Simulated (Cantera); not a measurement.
A closed system holds: 1 mol MgSO4, 0.028 mol C, 1.2 mol H2O, at 1825 K and 1 atm.

Cantera equilibrium calculation (NASA polynomials, part measured and part estimated; ideal gas, pure solids and liquids). Candidate condensed phases: C, C6H6, C7H8, C8H18, H2O, H2SO4, Mg, MgCO3, MgO, Mg(OH)2, MgS, MgSO4, S; 130 gas species. Kinetics and transport are ignored.

Base state: H2O 0.444, SO2 0.369, O2 0.174, CO2 0.0104, OH 0.00160, SO3 0.00149, H2 7.17e-5, O 6.36e-5 (mole fractions); condensed: MgO(s).

### Question
What changes in the equilibrium state with this change: pressure from 1 atm to 0.000310 bar?

### Answer
```
species       before    after
-----------  -------  -------
H2O            0.444    0.430
SO2            0.369    0.366
O2             0.174    0.172
OH           0.00160   0.0119
H2           7.17e-5  0.00399
CO2           0.0104  0.00992
Mg             <1e-9  2.91e-5
H            3.70e-6  0.00158
SO3          0.00149  2.57e-5
SO           2.30e-5  0.00131
MgO(s), mol    1.000    1.000
```
